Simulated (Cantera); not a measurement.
**Thermodynamics of calcination and drying, feed MgSO4 + H2O**

Input: 1 mol MgSO4, 7 mol H2O, at 620000 Pa.

Method: chemical equilibrium by Gibbs-energy minimisation in Cantera with the NASA 1993 tables (ideal gas, pure condensed phases). Candidate condensed phases: H2O, H2SO4, Mg, MgO, Mg(OH)2, MgS, MgSO4, S; 26 gas species. Mutual solubility and eutectic melting of coexisting phases are not modelled. Rates play no part.

From 1000 K to 1300 K the condensed part is MgO(s) + MgSO4(s). From 1400 K to 2100 K the condensed part is MgO(s).

| T (K) | x H2O | x SO2 | x O2 | x SO3 | x OH | x H2 | x O | n MgO(s) | n MgSO4(s) |
|---|---|---|---|---|---|---|---|---|---|
| 1000 | 1.000 | 4.06e-5 | 2.03e-5 | 8.22e-7 | 2.28e-8 | 7.79e-9 | <1e-12 | 0.000290 | 1.000 |
| 1100 | 0.999 | 0.000619 | 0.000309 | 1.69e-5 | 2.67e-7 | 3.01e-8 | 1.76e-11 | 0.00445 | 0.996 |
| 1200 | 0.991 | 0.00587 | 0.00294 | 0.000204 | 2.05e-6 | 9.33e-8 | 5.45e-10 | 0.0429 | 0.957 |
| 1300 | 0.940 | 0.0387 | 0.0194 | 0.00164 | 1.12e-5 | 2.36e-7 | 9.89e-9 | 0.301 | 0.699 |
| 1400 | 0.825 | 0.114 | 0.0568 | 0.00436 | 4.04e-5 | 6.29e-7 | 9.06e-8 | 1.00 | 0 |
| 1500 | 0.825 | 0.115 | 0.0576 | 0.00257 | 0.000103 | 2.61e-6 | 3.91e-7 | 1.000 | 0 |
| 1600 | 0.824 | 0.116 | 0.0580 | 0.00161 | 0.000233 | 9.11e-6 | 1.40e-6 | 1.000 | 0 |
| 1700 | 0.824 | 0.117 | 0.0582 | 0.00107 | 0.000480 | 2.75e-5 | 4.33e-6 | 1.000 | 0 |
| 1800 | 0.823 | 0.117 | 0.0583 | 0.000739 | 0.000910 | 7.38e-5 | 1.18e-5 | 1.000 | 0 |
| 1900 | 0.822 | 0.117 | 0.0582 | 0.000531 | 0.00161 | 0.000178 | 2.89e-5 | 1.000 | 0 |
| 2000 | 0.821 | 0.117 | 0.0581 | 0.000395 | 0.00270 | 0.000395 | 6.48e-5 | 1.000 | 0 |
| 2100 | 0.819 | 0.117 | 0.0579 | 0.000302 | 0.00429 | 0.000811 | 0.000134 | 0.999 | 0 |
x: gas mole fraction; n: condensed amount in mol.
